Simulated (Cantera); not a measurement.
Cantera run:

```python
import numpy as np
import cantera as ct

gas_names = [...]  # 123 gases of nasa_gas.yaml made of C, H, O, S
cond_names = """
    C(gr) C6H6(L) C7H8(L) C8H18(L),n-octa H2O(s) H2O(L) H2SO4(L) S(cr1) S(cr2) S(L)
""".split()


# ... load() reads the species with a 1 bar reference pressure and builds the phases ...
atoms = {
    'CS2': {'C': 1, 'S': 2},
    'O2': {'O': 2},
    'H2': {'H': 2},
}
top_T = {'C(gr)': 4500}  # K; cautious upper limits of use, not melting points


# ... equilibrate(T, P, feed) seeds the gas with the atoms and calls Mixture.equilibrate('TP', solver="vcs", rtol=1e-11, max_steps=5000) ...
results = []
feed = {'CS2': 1, 'O2': 0.024, 'H2': 0.09}  # mol
P = 1000  # Pa
for T in [1298, 1348, 1398, 1448, 1498, 1548, 1598, 1648, 1698]:
    mix = equilibrate(T, P, feed)
    results.append((T, P, feed, dict(zip(mix.species_names, mix.species_moles))))
    x = sorted(zip(gas.X, gas.species_names), reverse=True)
    print(f"T = {T:g} K  P = {P:g} Pa  gas = {mix.phase_moles(0):.4g} mol")
    print("   x: " + "  ".join(f"{s} {v:.3e}" for v, s in x if v > 1e-05))
    print("   condensed (mol): " + ("  ".join(f"{mix.phase(i).name} {mix.phase_moles(i):.4g}"
          for i in range(1, mix.n_phases) if mix.phase_moles(i) > 1e-12) or "none"))
```

Result:

```
T = 1298 K  P = 1000 Pa  gas = 1.125 mol
   x: CS2 7.495e-01  S2 1.272e-01  H2 5.689e-02  CO 4.212e-02  H2S 2.283e-02  SH 5.454e-04  COS 5.443e-04  CS 3.951e-04
   condensed (mol): C(gr) 0.1084
T = 1348 K  P = 1000 Pa  gas = 1.128 mol
   x: CS2 7.455e-01  S2 1.310e-01  H2 6.117e-02  CO 4.215e-02  H2S 1.824e-02  CS 8.349e-04  SH 7.408e-04  COS 4.077e-04  S 2.071e-05
   condensed (mol): C(gr) 0.1102
T = 1398 K  P = 1000 Pa  gas = 1.131 mol
   x: CS2 7.413e-01  S2 1.344e-01  H2 6.451e-02  CO 4.215e-02  H2S 1.460e-02  CS 1.670e-03  SH 9.771e-04  COS 3.117e-04  S 4.193e-05  H 1.202e-05
   condensed (mol): C(gr) 0.1121
T = 1448 K  P = 1000 Pa  gas = 1.133 mol
   x: CS2 7.366e-01  S2 1.377e-01  H2 6.705e-02  CO 4.212e-02  H2S 1.173e-02  CS 3.181e-03  SH 1.257e-03  COS 2.428e-04  S 8.082e-05  H 2.387e-05
   condensed (mol): C(gr) 0.1137
T = 1498 K  P = 1000 Pa  gas = 1.136 mol
   x: CS2 7.312e-01  S2 1.405e-01  H2 6.894e-02  CO 4.206e-02  H2S 9.481e-03  CS 5.795e-03  SH 1.582e-03  COS 1.921e-04  S 1.491e-04  H 4.512e-05
   condensed (mol): C(gr) 0.1148
T = 1548 K  P = 1000 Pa  gas = 1.139 mol
   x: CS2 7.245e-01  S2 1.430e-01  H2 7.026e-02  CO 4.197e-02  CS 1.013e-02  H2S 7.704e-03  SH 1.953e-03  S 2.640e-04  COS 1.541e-04  H 8.162e-05
   condensed (mol): C(gr) 0.1149
T = 1598 K  P = 1000 Pa  gas = 1.144 mol
   x: CS2 7.158e-01  S2 1.448e-01  H2 7.109e-02  CO 4.182e-02  CS 1.707e-02  H2S 6.294e-03  SH 2.367e-03  S 4.505e-04  H 1.419e-04  COS 1.251e-04
   condensed (mol): C(gr) 0.1132
T = 1648 K  P = 1000 Pa  gas = 1.152 mol
   x: CS2 7.042e-01  S2 1.459e-01  H2 7.146e-02  CO 4.158e-02  CS 2.778e-02  H2S 5.162e-03  SH 2.822e-03  S 7.427e-04  H 2.381e-04  COS 1.024e-04
   condensed (mol): C(gr) 0.109
T = 1698 K  P = 1000 Pa  gas = 1.162 mol
   x: CS2 6.886e-01  S2 1.458e-01  H2 7.137e-02  CS 4.373e-02  CO 4.123e-02  H2S 4.242e-03  SH 3.306e-03  S 1.185e-03  H 3.863e-04  COS 8.426e-05
   condensed (mol): C(gr) 0.1011
```

Cantera equilibrium calculation (NASA polynomials, part measured and part estimated; ideal gas, pure solids and liquids). Gases not in the tables: S3 to S7.
